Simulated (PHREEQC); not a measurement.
A solution holds 0.047 mol/kgw CuSO4, 0.00016 mol/kgw ZnCl2 and 0.01 mol/kgw HCl, at 20 °C. Closed to the air; pH follows from the charge balance.

The numbers come from PHREEQC with the ion-association model, phreeqc.dat.

This is a speciation only: nothing precipitates in the calculation.

Q: Order these Cu species by the share of Cu that they hold, largest first: CuSO4, CuCl+, Cu+2.

A: Cu+2 (61 %), CuSO4 (39 %), CuCl+ (0.49 %)

Q: Order these Zn species by the share of Zn that they hold, largest first: ZnCl+, Zn+2, Zn(SO4)2-2, ZnSO4.

A: Zn+2 (54 %), ZnSO4 (37 %), Zn(SO4)2-2 (7.8 %), ZnCl+ (0.43 %)

The pH is 2.34 and the ionic strength 0.116 mol/kgw.
